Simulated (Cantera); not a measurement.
# Thermodynamics of silicon etching in halogen gases, feed Si + F2 + N2 + HCl

Charge: 1 mol Si, 0.85 mol F2, 11 mol N2, 5.3 mol HCl, at 0.133 bar.

Method: chemical equilibrium by Gibbs-energy minimisation in Cantera with the NASA 1993 tables (ideal gas, pure condensed phases). Candidate condensed phases: NH4Cl, Si, Si3N4; 49 gas species. N2 is the only nitrogen source here; it is nearly inert below about 1500 K, so the nitride shown seldom forms there in practice. The tables' values for SiCl3, SiF3, SiF2 are old estimates; treat these amounts as uncertain. Equilibrium is a limit: real reactors are often held back by kinetics, nucleation or transport.

```csv
T (K),log p N2,log p HCl,log p H2,log p SiCl4,log p SiF4,log p SiCl2,n Si3N4(s)
1223,-1.04,-1.59,-2.06,-2.36,-2.46,-4.86,0.0117
1273,-1.04,-1.58,-2.07,-2.38,-2.46,-4.40,0.0135
1323,-1.04,-1.58,-2.07,-2.40,-2.47,-3.98,0.0133
1373,-1.04,-1.58,-2.08,-2.43,-2.47,-3.59,0.00949
1423,-1.05,-1.58,-2.08,-2.47,-2.48,-3.24,0
1473,-1.05,-1.56,-2.11,-2.56,-2.50,-3.02,0
1523,-1.05,-1.55,-2.15,-2.66,-2.51,-2.85,0
1573,-1.05,-1.53,-2.18,-2.79,-2.53,-2.73,0
1623,-1.05,-1.52,-2.22,-2.93,-2.55,-2.64,0
1673,-1.05,-1.51,-2.26,-3.09,-2.58,-2.57,0
```
log p: log10 of the partial pressure in bar; n: condensed amount in mol.

From 1223 K to 1373 K the condensed part is Si3N4(s). From 1423 K to 1673 K nothing is condensed. The main Si-bearing gas is SiCl4 at 1223 K and SiCl2 at 1673 K.
